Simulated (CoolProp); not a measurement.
A closed Brayton cycle with carbon dioxide: compressor inlet 309.15 K and 9 MPa, high pressure 28.1 MPa, turbine inlet 845 K, compressor efficiency 0.89, turbine efficiency 0.85, recuperator effectiveness 0.9 (on enthalpy, no pinch check). Each further row changes one setting.

The numbers come from the reference Helmholtz-energy equation of state, Span 1996 in CoolProp.

```json
[
 {"case": "as stated", "thermal efficiency (%)": "?", "net work (kJ/kg)": "113", "compressor to turbine work": "0.21", "compressor exit (K)": "344.5", "turbine exit (K)": "714.4"},
 {"case": "turbine inlet 795 K", "thermal efficiency (%)": "34.1", "net work (kJ/kg)": "104", "compressor to turbine work": "0.22", "compressor exit (K)": "344.5", "turbine exit (K)": "?"},
 {"case": "compressor inlet 319.15 K", "thermal efficiency (%)": "?", "net work (kJ/kg)": "95.9", "compressor to turbine work": "?", "compressor exit (K)": "?", "turbine exit (K)": "714.4"},
 {"case": "high pressure 23.9 MPa", "thermal efficiency (%)": "?", "net work (kJ/kg)": "101", "compressor to turbine work": "0.19", "compressor exit (K)": "338.6", "turbine exit (K)": "?"},
 {"case": "recuperator effectiveness 0.5", "thermal efficiency (%)": "22.7", "net work (kJ/kg)": "113", "compressor to turbine work": "0.21", "compressor exit (K)": "344.5", "turbine exit (K)": "714.4"}
]
```

Problem. Complete the blanks.

Solution. 
- as stated, thermal efficiency (%): 35.5
- turbine inlet 795 K, turbine exit (K): 668.9
- compressor inlet 319.15 K, thermal efficiency (%): 34.2
- compressor inlet 319.15 K, compressor to turbine work: 0.33
- compressor inlet 319.15 K, compressor exit (K): 396.7
- high pressure 23.9 MPa, thermal efficiency (%): 33.7
- high pressure 23.9 MPa, turbine exit (K): 732.4
